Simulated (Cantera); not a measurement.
Cantera run, input and output.

```python
import numpy as np
import cantera as ct

gas = ct.Solution("gri30.yaml")
gas.TPX = 1523, 101325, {'CO': 0.0022, 'O2': 0.0023, 'H2O': 0.0054, 'N2': 1, 'H2': 0.0023}
reactor = ct.IdealGasConstPressureReactor(gas, energy="off", clone=False)
net = ct.ReactorNet([reactor])
net.rtol, net.atol = 1e-08, 1e-18
show = ['CO', 'O2', 'H2O', 'O', 'HO2', 'OH', 'NO']
times = np.geomspace(0.0001, 60, 10)

steps = ct.SolutionArray(gas, extra=["t"])
rows = []
print(f"{'t/s':>10s}{'T/K':>9s}{'P/Pa':>11s}" + "".join(f"{s:>11s}" for s in show))
for t in times:
    while net.time < t:
        t_next = net.step()
        steps.append(gas.state, t=t_next)
    rows.append([np.interp(t, steps.t, y) for y in (steps.T, steps.P, *steps(*show).X.T)])
    print(f"{t:10.3e}{rows[-1][0]:9.1f}{rows[-1][1]:11.4g}" + "".join(f"{x:11.3e}" for x in rows[-1][2:]))
rate = np.gradient(steps.T, steps.t)
print("integrator steps:", len(steps.t))
if steps.T.max() > steps.T[0] + 200:
    print(f"time of steepest temperature rise: {steps.t[rate.argmax()]:.4e} s")
gas.TPX = 1523, 101325, {'CO': 0.0022, 'O2': 0.0023, 'H2O': 0.0054, 'N2': 1, 'H2': 0.0023}
gas.equilibrate("TP")
print(f"equilibrium (TP): T = {gas.T:.1f} K  " + "  ".join(f"{s} {gas[s].X[0]:.3e}" for s in show))
```

Result:

```
       t/s      T/K       P/Pa         CO         O2        H2O          O        HO2         OH         NO
 1.000e-04   1523.0  1.013e+05  2.173e-03  2.272e-03  5.335e-03  2.472e-09  3.934e-09  2.918e-09  1.814e-15
 4.385e-04   1523.0  1.013e+05  2.173e-03  2.271e-03  5.337e-03  4.206e-07  4.942e-08  5.113e-07  6.403e-13
 1.923e-03   1523.0  1.013e+05  1.114e-03  1.018e-03  6.300e-03  2.532e-04  2.302e-07  2.335e-04  4.873e-07
 8.434e-03   1523.0  1.013e+05  3.947e-04  4.961e-04  6.910e-03  7.351e-05  1.090e-07  1.341e-04  1.632e-06
 3.699e-02   1523.0  1.013e+05  1.683e-04  2.296e-04  7.355e-03  1.361e-05  4.182e-08  5.951e-05  2.046e-06
 1.622e-01   1523.0  1.013e+05  6.581e-05  1.173e-04  7.522e-03  2.690e-06  1.323e-08  2.682e-05  2.211e-06
 7.114e-01   1523.0  1.013e+05  2.444e-05  7.311e-05  7.585e-03  6.284e-07  3.350e-09  1.305e-05  2.292e-06
 3.120e+00   1523.0  1.013e+05  8.286e-06  5.615e-05  7.610e-03  1.664e-07  7.091e-10  6.737e-06  2.328e-06
 1.368e+01   1523.0  1.013e+05  2.914e-06  5.071e-05  7.618e-03  5.398e-08  1.764e-10  3.842e-06  2.353e-06
 6.000e+01   1523.0  1.013e+05  2.119e-06  4.992e-05  7.620e-03  3.901e-08  1.211e-10  3.267e-06  2.399e-06
integrator steps: 1714
equilibrium (TP): T = 1523.0 K  CO 2.344e-06  O2 4.070e-05  H2O 7.619e-03  O 3.519e-08  HO2 1.038e-10  OH 3.103e-06  NO 2.144e-05
```

Computed with Cantera and GRI-Mech 3.0 (53 species, 325 reactions).
